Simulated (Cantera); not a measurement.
An isothermal, constant-pressure homogeneous reactor starts with N₂O : O₂ = 1 : 0.052 (molar parts), at 1525 K and 0.0132 atm. Integrator tolerance rtol = 1e-08.

Detailed kinetics in Cantera: GRI-Mech 3.0 (53 species, 325 reactions). GRI-Mech 3.0 was tuned for natural gas; its chemistry of N2O as a main component is partial and can be far from experiment. Radical loss at walls, strong at low pressure, is not modelled. The temperature is held fixed by assumption; the heat of reaction is taken as removed at once.

### Question
What does this change do: temperature 1525 to 1400 K?

### Answer
| quantity | before | after |
|---|---|---|
| x(N₂O) at 4.00 s | 0.0117 (gas-phase equilibrium 1.03e-8) | 0.324 (gas-phase equilibrium 5.67e-9) |
| x(O₂) at 4.00 s | 0.269 (gas-phase equilibrium 0.355) | 0.210 (gas-phase equilibrium 0.355) |
| x(NO₂) at 4.00 s | 4.69e-5 (gas-phase equilibrium 1.21e-6) | 1.87e-5 (gas-phase equilibrium 9.52e-7) |
| x(O) at 4.00 s | 7.84e-5 (gas-phase equilibrium 2.94e-5) | 2.54e-5 (gas-phase equilibrium 4.92e-6) |
| x(NO) at 4.00 s | 0.165 (gas-phase equilibrium 0.00163) | 0.0836 (gas-phase equilibrium 0.000856) |
| x(N₂) at 4.00 s | 0.554 (gas-phase equilibrium 0.644) | 0.383 (gas-phase equilibrium 0.644) |

### Question
What does this change do: temperature 1525 to 1300 K?

### Answer
| quantity | before | after |
|---|---|---|
| x(N₂O) at 4.00 s | 0.0117 (gas-phase equilibrium 1.03e-8) | 0.728 (gas-phase equilibrium 3.24e-9) |
| x(O₂) at 4.00 s | 0.269 (gas-phase equilibrium 0.355) | 0.110 (gas-phase equilibrium 0.355) |
| x(NO₂) at 4.00 s | 4.69e-5 (gas-phase equilibrium 1.21e-6) | 3.84e-6 (gas-phase equilibrium 7.60e-7) |
| x(O) at 4.00 s | 7.84e-5 (gas-phase equilibrium 2.94e-5) | 7.63e-6 (gas-phase equilibrium 9.19e-7) |
| x(NO) at 4.00 s | 0.165 (gas-phase equilibrium 0.00163) | 0.0224 (gas-phase equilibrium 0.000468) |
| x(N₂) at 4.00 s | 0.554 (gas-phase equilibrium 0.644) | 0.140 (gas-phase equilibrium 0.644) |
The mechanism lacks the step 2 NO + O2 → 2 NO2, which can matter for NO2 below about 1400 K.
